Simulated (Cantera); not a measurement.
An isothermal, constant-pressure homogeneous reactor starts with CH₄ : N₂ = 1 : 28 (molar parts), at 1675 K and 0.0132 atm.

Model: GRI-Mech 3.0 (53 species, 325 reactions), integrated in Cantera. GRI-Mech 3.0 stops at C3 and has no aromatics, soot or wall deposition, so with more carbon than oxygen in the feed, carbon stays in small species such as C2H2 where larger ones or solid carbon would form. Radical loss at walls, strong at low pressure, is not modelled.

One state of this run: x CH₄ = 0.0178; x CH₂ = 7.37e-7; x C₂H₂ = 0.00692; x C₂H₆ = 4.77e-6; x C₂H = 6.34e-8; x CH₃ = 0.000581. x: mole fraction; the columns are a selection and need not sum to one.

Question: Which value of t (s) does it belong to?
A) 0.0134
B) 0.117
C) 0.000522
D) 0.345

Answer: D, 0.345
